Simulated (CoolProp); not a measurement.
Saturated liquid density (kg/m³) of carbonyl sulfide: the reference equation beside estimates from Tc = 378.8 K, pc = 6.369 MPa, ω = 0.098. Rackett uses Z = 0.29056 − 0.08775 ω.

Model: reference Helmholtz-energy equation of state, Lemmon 2006, in CoolProp. It is a short technical equation, of lower accuracy than the large ones.

```tsv
T (K)	reference	Rackett	Peng-Robinson
277.3	[?]	1027	1111
285.1	1027	1007	1084
292.9	1005	986.5	1057
300.7	982.8	964.8	1027
308.5	[?]	[?]	995.3
316.3	933.8	918.0	961.2
324.1	906.8	[?]	924.5
331.8	878.1	865.3	885.0
339.6	846.4	835.3	841.1
347.4	811.0	802.0	792.2
355.2	770.6	763.8	736.6
363	722.1	717.8	670.9
```

Question: Complete the blanks.

Answer: 
- 277.3, reference: 1048
- 308.5, reference: 959.0
- 308.5, Rackett: 942.1
- 324.1, Rackett: 892.4

Absolute difference from the reference over all 12 rows, mean and median: Rackett 1.5 and 1.6 %, Peng-Robinson 3.8 and 4.1 %.
